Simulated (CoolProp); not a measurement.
Vapour-liquid equilibrium of toluene (1) + p-xylene (2) at 213.85 °C; x and y are mole fractions of (1).

The numbers come from the multi-fluid Helmholtz-energy mixture model, Lemmon 2006 and Zhou 2012; pair parameters Bell 2016 in CoolProp.

Question: Give the bubble pressure and the first vapour's composition at x = 0.35, 0.55, 0.85. Is there an azeotrope?

Answer: x = 0.35: 0.6786 MPa, y = 0.464; x = 0.55: 0.7621 MPa, y = 0.660; x = 0.85: 0.8885 MPa, y = 0.898. No azeotrope shows between x = 0.05 and 0.95.

Pair parameters are fitted to limited data, so mixtures are less certain than the pure fluids.
